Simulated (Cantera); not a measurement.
Input: 1 mol borazine, 0.64 mol O2, a varied amount of H2, at 1600 K and 0.00133 bar.

Cantera equilibrium calculation (NASA polynomials, part measured and part estimated; ideal gas, pure solids and liquids). Candidate condensed phases: B, BN, B2O3, B3O3H3, H2O; 39 gas species. The feed counts by its element totals alone. Kinetics and transport are ignored.

**Question.** At 2.1 mol H2, list the 4 most abundant gas species with their mole fractions, and the condensed phases.

**Answer.** H2 0.805, N2 0.0816, HBO 0.0478, B2O3 0.0344. Condensed: BN(s).
